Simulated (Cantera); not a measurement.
Charge: 1 mol SiC, 1.6 mol H2O, 290 mol H2, held at 10.0 mbar.

Cantera equilibrium calculation (NASA polynomials, part measured and part estimated; ideal gas, pure solids and liquids). Candidate condensed phases: C, C6H6, C7H8, C8H18, H2O, Si, SiC, SiO2; 123 gas species. Mutual solubility and eutectic melting of coexisting phases are not modelled. The tables hold silica as quartz up to 1696 K and as liquid above; real silica turns to tridymite and cristobalite and melts near 1996 K. The numbers say what is thermodynamically allowed, not how fast it happens. All values below are at 1000 °C.

Base state: H2 0.998, CO 0.00183, SiO 5.04e-5, CH4 1.42e-5 (mole fractions); condensed: SiC(s) + SiO2(β-quartz).

Task: What changes in the equilibrium state with this change: SiC replaced by Si?

Result: 
| species | before | after |
|---|---|---|
| H2 | 0.998 | 1.000 |
| SiO | 5.04e-5 | 0.000388 |
| CO | 0.00183 | 0 |
| CH4 | 1.42e-5 | 0 |
| SiC(s), mol | 0.461 | 0 |
| SiO2(β-quartz), mol | 0.525 | 0.743 |
| Si(s), mol | 0 | 0.143 |

Task: What changes in the equilibrium state with this change: H2O from 1.6 to 0.091 mol?

Result: 
| species | before | after |
|---|---|---|
| H2 | 0.998 | 1.000 |
| CO | 0.00183 | 0.000142 |
| SiO | 5.04e-5 | 0.000118 |
| CH4 | 1.42e-5 | 2.60e-6 |
| SiC(s), mol | 0.461 | 0.958 |
| SiO2(β-quartz), mol | 0.525 | 0.00768 |
